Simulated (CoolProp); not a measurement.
A Linde-Hampson liquefier for methane: isothermal reversible compression at 290 K from 1 atm to 10 MPa, throttling to 1 atm, return gas leaving the recuperator 2 K below the feed. Each further row changes one setting.

Model: reference Helmholtz-energy equation of state, Setzmann 1991, in CoolProp.

```
case                        liquid yield per pass  compression work (kJ/kg of gas)
--------------------------  ---------------------  -------------------------------
as stated                                       …                              663
high pressure 20 MPa                        0.212                                …
warm-end temperature 320 K                      …                                …
warm-end gap 7 K                                …                              663
```

Complete the blanks.


- as stated, liquid yield per pass: 0.116
- high pressure 20 MPa, compression work (kJ/kg of gas): 747
- warm-end temperature 320 K, liquid yield per pass: 0.085
- warm-end temperature 320 K, compression work (kJ/kg of gas): 742
- warm-end gap 7 K, liquid yield per pass: 0.105
